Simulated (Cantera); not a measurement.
Input: 1 mol C2H6, 8.5 mol H2, equilibrated at 7.50 Torr.

Equilibrium computed with Cantera from the NASA thermochemical tables; the gas is ideal and each condensed phase is pure. Candidate condensed phases: C, C6H6, C7H8, C8H18; 76 gas species. Equilibrium is a limit: real reactors are often held back by kinetics, nucleation or transport.

Task: At 2198 K, list the 3 most abundant gas species with their mole fractions, and the condensed phases.

Result: H2 0.944, H 0.0541, C2H2 (acetylene) 0.00239. Condensed: C(graphite).
